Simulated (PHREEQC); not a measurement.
Dissolve 0.0071 mol/kgw Pb(NO3)2 at 35 °C. Closed to the air; pH follows from the charge balance.

Computed with PHREEQC (ion-association model, wateq4f.dat).

```
quantity                  before   after
------------------------  ------  ------
pH                          5.02    6.29
ionic strength (mol/kgw)  0.0199  0.0213
```

Problem. Name the change that produced these shifts.
A) Pb(NO3)2 replaced by Mn(NO3)2 at the same molality
B) diluted 100-fold with water
C) Pb(NO3)2 from 0.0071 to 0.00781 mol/kgw
D) diluted 5-fold with water
E) Pb(NO3)2 from 0.0071 to 0.00355 mol/kgw

Solution. A, Pb(NO3)2 replaced by Mn(NO3)2 at the same molality

No solid was allowed to form.
